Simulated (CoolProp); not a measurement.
R1336mzz(E) along the isotherm 268.5 K: fugacity coefficient from the reference equation and from simpler models built on Tc = 403.5 K, pc = 2.779 MPa, ω = 0.413; each cubic takes its own stable root.

Values from CoolProp's reference Helmholtz-energy equation of state, Akasaka 2023.

| p (MPa) | phase | reference |
|---|---|---|
| 0.00439 | gas | 0.9976 |
| 0.00833 | gas | 0.9955 |
| 0.0158 | gas | 0.9915 |
| 0.0299 | gas | 0.9838 |
| 0.0568 | gas | 0.9693 |
| 0.108 | liquid | 0.5322 |
| 0.204 | liquid | 0.2832 |
| 0.387 | liquid | 0.1507 |
| 0.733 | liquid | 0.08101 |
| 1.39 | liquid | 0.04420 |

Task: How far does each simpler model (van der Waals, Redlich-Kwong, Soave-Redlich-Kwong) lie from the reference over these 10 states: mean and median of the absolute difference, and the worst?

Result: 
- van der Waals: mean 193.6 %, median 41.9 %, worst +570.8 % at 268.5 K and 1.39 MPa
- Redlich-Kwong: mean 70.7 %, median 40.6 %, worst +158.1 % at 268.5 K and 1.39 MPa
- Soave-Redlich-Kwong: mean 0.5 %, median 0.4 %, worst +1.3 % at 268.5 K and 1.39 MPa

At some of these states van der Waals, Redlich-Kwong gives the other phase, because its saturation line lies elsewhere.
